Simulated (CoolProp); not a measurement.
Model: reference Helmholtz-energy equation of state, Lemmon 2016, in CoolProp.

**Question.** For R227EA, give the phase and the density (kg/m³), isothermal compressibility (1/MPa), viscosity (µPa s), conductivity (mW/(m K)) at 333.8 K and 3.66 MPa.

**Answer.** 
- 333.8 K and 3.66 MPa: liquid; density 1250, isothermal compressibility 0.0113, viscosity 161, conductivity 52.7

Viscosity comes from a separate model (Huber 2003), an estimate that may be off by 10 % or more. Thermal conductivity comes from a separate model (Huber 2003), an estimate that may be off by 10 % or more.
